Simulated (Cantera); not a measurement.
A freely propagating, adiabatic, planar premixed flame of H₂ : O₂ : N₂ : H₂O = 1 : 1 : 3.76 : 1 (molar parts), equivalence ratio 0.50, unburnt at 675 K and 1050 Torr; unity-Lewis-number transport, grid criteria slope 0.08 and curve 0.16, no radiation.

Detailed kinetics in Cantera: the H2/O2 subset of GRI-Mech 3.0, which has no nitrogen chemistry. Unity Lewis numbers drop preferential diffusion, which matters most where H2 and H carry the flame. Burning velocities carry a grid error of a few per cent, more on coarse grids. Lean hydrogen flames are cellular in practice and burn faster than this planar one.

Task: Predict: laminar burning velocity; thermal thickness; peak x(HO₂); peak x(OH); peak x(H₂O₂).

Result: 
```
Property                     Value
------------------------  --------
laminar burning velocity  242 cm/s
thermal thickness         0.208 mm
peak x(HO₂)               0.000355
peak x(OH)                 0.00702
peak x(H₂O₂)               2.85e-5
```
